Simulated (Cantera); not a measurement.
A closed system holds: 1 mol CuF2, 0.82 mol H2O, 0.82 mol N2, equilibrated at 0.700 bar.

Cantera equilibrium calculation (NASA polynomials, part measured and part estimated; ideal gas, pure solids and liquids). Candidate condensed phases: Cu, CuF2, CuO, Cu(OH)2, Cu2O, H2O; 45 gas species. Rates play no part. All values below are at 1400 °C.

Base state: HF 0.543, N2 0.272, CuF 0.0869, O2 0.0783, CuF2 0.0173, NO 0.000938, H2O 0.000914, Cu 5.64e-5 (mole fractions); condensed: Cu2O(l).

Q: What changes in the equilibrium state with this change: H2O from 0.82 to 0.067 mol?

A: 
| species | before | after |
|---|---|---|
| N2 | 0.272 | 0.532 |
| CuF2 | 0.0173 | 0.272 |
| CuF | 0.0869 | 0.0873 |
| HF | 0.543 | 0.0869 |
| O2 | 0.0783 | 0.0214 |
| H2O | 0.000914 | 5.00e-8 |
| OH | 2.47e-5 | 1.32e-7 |
| F | 2.56e-5 | 0.000401 |
| Cu | 5.64e-5 | 3.62e-6 |
| Cu2O(l), mol | 0.343 | 0 |
| CuF2(l), mol | 0 | 0.447 |
